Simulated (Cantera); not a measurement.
B₂O₃ + Cl₂ + H₂ (oxide etching and cleaning by halides)

Input: 1 mol B₂O₃, 9.1 mol Cl₂, 6.8 mol H₂, held at 0.00190 bar.

Cantera equilibrium calculation (NASA polynomials, part measured and part estimated; ideal gas, pure solids and liquids). Candidate condensed phases: B, B₂O₃, B₃O₃H₃, H₂O; 33 gas species. The tables' values for BOCl are old estimates; treat these amounts as uncertain. Rates play no part.

```
T (K)  log p HCl  log p Cl  log p Cl₂  log p BOCl  log p HBO₂  n B₂O₃(l)
-----  ---------  --------  ---------  ----------  ----------  ---------
1125       -2.79     -4.48      -3.59       -7.35       -6.86      0.998
1150       -2.79     -4.36      -3.60       -7.10       -6.67      0.997
1175       -2.80     -4.25      -3.62       -6.86       -6.49      0.996
1200       -2.80     -4.14      -3.63       -6.62       -6.32      0.994
1225       -2.80     -4.04      -3.65       -6.40       -6.16      0.992
1250       -2.80     -3.95      -3.68       -6.19       -6.00      0.989
1275       -2.81     -3.86      -3.71       -5.98       -5.85      0.984
1300       -2.81     -3.78      -3.75       -5.79       -5.70      0.978
1325       -2.81     -3.71      -3.79       -5.61       -5.56      0.969
1350       -2.82     -3.64      -3.84       -5.44       -5.42      0.955
1375       -2.82     -3.58      -3.91       -5.27       -5.28      0.935
```
log p: log10 of the partial pressure in bar; n: condensed amount in mol.

From 1125 K to 1375 K the condensed part is B₂O₃(l). The share of B in condensed phases is highest at 1125 K (99.8 %) and lowest at 1375 K (93.5 %).
